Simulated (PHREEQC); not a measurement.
Solution (25 °C): 0.24 mmol/kgw CdCl2, 0.79 mmol/kgw KCl and 9.4 mmol/kgw MnSO4. Closed to the air; pH follows from the charge balance.

The numbers come from PHREEQC with the ion-association model, phreeqc.dat.

Question: The ionic strength comes out as 0.0288 mol/kgw. What activity coefficients do Cl-, Cd(SO4)2-2, MnCl+, K+, Mn+2 get?

Answer: Cl- 0.85, Cd(SO4)2-2 0.53, MnCl+ 0.86, K+ 0.85, Mn+2 0.55.

No solid was allowed to form. Complexes and solids missing from the database can't appear.
